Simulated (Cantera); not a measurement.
What does this Cantera script print?

```python
import numpy as np
import cantera as ct

surf = ct.Interface("ptcombust.yaml", "Pt_surf")
gas = surf.adjacent["gas"]
gas.TPX = 675, 57000, {'CO': 0.0074, 'O2': 0.11, 'N2': 0.79, 'H2O': 0.02}
surf.TP = 675, 57000
reactor = ct.FlowReactor(gas, clone=False)
reactor.area = 0.0001  # m2
reactor.surface_area_to_volume_ratio = 100  # 1/m
reactor.mass_flow_rate = 1.2 * reactor.area * gas.density  # inlet velocity 1.2 m/s
reactor.energy_enabled = False
wall = ct.ReactorSurface(surf, reactor, clone=False)
net = ct.ReactorNet([reactor])
net.rtol, net.atol = 1e-8, 1e-16
show, cover = ['CO', 'O2', 'H2O', 'CO2'], ['PT(S)', 'H(S)', 'O(S)', 'OH(S)', 'CO(S)', 'C(S)']

rows = []
print(f"{'z/m':>9s}{'u/(m/s)':>9s}" + "".join(f"{s:>13s}" for s in show + cover))
for z in [0.00014, 0.00024, 0.00043, 0.00076, 0.0014, 0.0024, 0.0043, 0.0076, 0.014]:
    net.advance(z)
    rows.append([reactor.speed, *gas[show].X, *surf[cover].coverages])
    print(f"{z:9.4g}{rows[-1][0]:9.3g}" + "".join(f"{x:13.4e}" for x in rows[-1][1:]))
```

It prints:

```
      z/m  u/(m/s)           CO           O2          H2O          CO2        PT(S)         H(S)         O(S)        OH(S)        CO(S)         C(S)
  0.00014      1.2   7.6785e-03   1.1848e-01   2.1569e-02   3.0197e-04   1.1676e-01   2.4767e-08   2.1781e-01   4.1222e-03   6.6129e-01   4.0047e-14
  0.00024      1.2   7.4155e-03   1.1836e-01   2.1572e-02   5.6602e-04   1.2846e-01   2.3684e-08   3.1727e-01   5.2190e-03   5.4903e-01   2.5113e-14
  0.00043      1.2   7.0168e-03   1.1819e-01   2.1576e-02   9.6632e-04   5.4549e-02   3.8804e-09   9.0517e-01   5.7449e-03   3.4525e-02   2.3505e-16
  0.00076      1.2   6.9210e-03   1.1814e-01   2.1577e-02   1.0626e-03   3.4277e-02   1.8886e-09   9.4820e-01   4.6611e-03   1.2852e-02   5.2486e-17
   0.0014      1.2   6.8217e-03   1.1810e-01   2.1578e-02   1.1622e-03   2.7211e-02   1.3271e-09   9.6072e-01   4.1804e-03   7.8819e-03   2.5220e-17
   0.0024      1.2   6.7167e-03   1.1805e-01   2.1579e-02   1.2677e-03   2.3201e-02   1.0413e-09   9.6732e-01   3.8734e-03   5.6042e-03   1.5185e-17
   0.0043      1.2   6.5734e-03   1.1799e-01   2.1581e-02   1.4115e-03   1.9882e-02   8.2383e-10   9.7251e-01   3.5954e-03   4.0067e-03   9.2534e-18
   0.0076      1.2   6.3925e-03   1.1791e-01   2.1583e-02   1.5931e-03   1.7255e-02   6.6478e-10   9.7646e-01   3.3564e-03   2.9233e-03   5.8358e-18
    0.014      1.2   6.1384e-03   1.1780e-01   2.1586e-02   1.8483e-03   1.4908e-02   5.3297e-10   9.7988e-01   3.1255e-03   2.0883e-03   3.5893e-18
```

Detailed kinetics in Cantera: Deutschmann's 1995 Pt surface mechanism with GRI-Mech 3.0 gas chemistry. Catalytic surfaces can have several steady states; this one follows from the mechanism file's or the stated starting coverage. Mass transfer to the wall is taken as infinitely fast.
